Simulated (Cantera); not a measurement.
Input (Python, Cantera) and output of one run.

```python
import numpy as np
import cantera as ct

gas_names = """
    CL CL2 H HCL H2 N NH NH2 NH3 N2 N2H2 N2H4 Si SiCL SiCL2 SiCL3 SiCL4 SiH SiHCL3 SiH2 SiH2CL2 SiH3
    SiH3CL SiH4 SiN Si2 Si2N Si3
""".split()
cond_names = """
    NH4CL(a) NH4CL(b) Si(cr) Si(L) Si3N4(a)
""".split()


# ... load() reads the species with a 1 bar reference pressure and builds the phases ...
atoms = {
    'SiH4': {'Si': 1, 'H': 4},
    'HCl': {'H': 1, 'CL': 1},
    'N2': {'N': 2},
}
top_T = {'Si3N4(a)': 2400}  # K; cautious upper limits of use, not melting points


# ... equilibrate(T, P, feed) seeds the gas with the atoms and calls Mixture.equilibrate('TP', solver="vcs", rtol=1e-11, max_steps=5000) ...
results = []
feed = {'SiH4': 1, 'HCl': 3.5, 'N2': 110}  # mol
T = 1600  # K
P = 101325  # Pa
mix = equilibrate(T, P, feed)
results.append((T, P, feed, dict(zip(mix.species_names, mix.species_moles))))
print(gas.report(threshold=0.001))
for i in range(1, mix.n_phases):
    print(f"{mix.phase(i).name:16s} {mix.phase_moles(i):12.5e} mol")
```

It prints:

```
       temperature   1600 K
          pressure   1.0132e+05 Pa
           density   0.21215 kg/m^3
  mean mol. weight   27.853 kg/kmol
   phase of matter   gas

                          1 kg             1 kmol
                     ---------------   ---------------
          enthalpy        1.3994e+06        3.8978e+07  J
   internal energy         9.218e+05        2.5675e+07  J
           entropy            8786.4        2.4473e+05  J/K
    Gibbs function       -1.2659e+07       -3.5259e+08  J
 heat capacity c_p            1258.2             35044  J/K
 heat capacity c_v            959.68             26730  J/K

                      mass frac. Y      mole frac. X     chem. pot. / RT
                     ---------------   ---------------   ---------------
               HCL          0.036659          0.028007             -36.1
                H2         0.0013483          0.018628           -22.763
                N2           0.95786           0.95235           -26.248
     [  +25 minor]         0.0041339         0.0010113

Si(cr)            0.00000e+00 mol
Si3N4(a)          2.95228e-01 mol
```

Method: chemical equilibrium by Gibbs-energy minimisation in Cantera with the NASA 1993 tables (ideal gas, pure condensed phases). The tables' values for SiCl3 are old estimates; treat these amounts as uncertain.
